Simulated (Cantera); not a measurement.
An isothermal, constant-pressure homogeneous reactor starts with C₃H₈ : H₂ = 1 : 1.9 (molar parts), at 1725 K and 713 Torr.

Detailed kinetics in Cantera: GRI-Mech 3.0 (53 species, 325 reactions). GRI-Mech 3.0 was tuned for natural gas; its chemistry of propane as a main component is partial and can be far from experiment. GRI-Mech 3.0 stops at C3 and has no aromatics, soot or wall deposition, so with more carbon than oxygen in the feed, carbon stays in small species such as C2H2 where larger ones or solid carbon would form.

x: mole fraction; the columns are a selection and need not sum to one.

```csv
t (s),x C₃H₈,x H₂,x C₂H₂,x C₂H₄,x C₂H₆,x H
0.000400,3.89e-7,0.591,0.157,0.0710,0.000180,0.000112
0.000815,(withheld),0.607,(withheld),(withheld),(withheld),0.000117
0.00166,1.29e-7,0.620,0.206,0.0112,0.000134,0.000123
0.00338,9.53e-8,0.630,0.212,0.00646,0.000116,0.000126
0.00688,7.15e-8,0.643,0.216,0.00627,9.26e-5,0.000130
0.0140,4.54e-8,0.662,0.223,0.00624,6.30e-5,0.000136
0.0285,2.46e-8,0.685,0.230,0.00631,3.57e-5,0.000145
0.0581,1.30e-8,0.705,0.237,0.00644,1.84e-5,0.000154
0.118,(withheld),0.717,0.240,0.00657,(withheld),0.000160
0.241,6.68e-9,0.721,0.242,0.00662,9.05e-6,0.000163
0.491,6.53e-9,0.722,0.242,0.00662,8.86e-6,0.000163
1.00,6.53e-9,0.722,0.242,0.00662,8.86e-6,0.000163
```

Question: Complete the blanks.

Answer: 
- 0.000815, x C₃H₈: 2.28e-7
- 0.000815, x C₂H₂: 0.186
- 0.000815, x C₂H₄: 0.0339
- 0.000815, x C₂H₆: 0.000153
- 0.118, x C₃H₈: 8.08e-9
- 0.118, x C₂H₆: 1.10e-5
